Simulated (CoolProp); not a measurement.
Vapour-liquid equilibrium of R22 (1) + R113 (2) at 0.349 MPa; x and y are mole fractions of (1).

Computed with CoolProp (multi-fluid Helmholtz-energy mixture model, Kamei 1995 and Marx 1992; pair parameters Bell 2016).

### Question
Give the bubble temperature and the first vapour's composition at x = 0.2, 0.275, 0.425. Is there an azeotrope?

### Answer
x = 0.2: 35.7 °C, y = 0.828; x = 0.275: 24.8 °C, y = 0.894; x = 0.425: 11.1 °C, y = 0.950. No azeotrope shows between x = 0.05 and 0.95.

Pair parameters are fitted to limited data, so mixtures are less certain than the pure fluids. The gap from Raoult's law changes sign with composition, which may be real or a fault of the pair parameters; it wasn't checked against measurements.
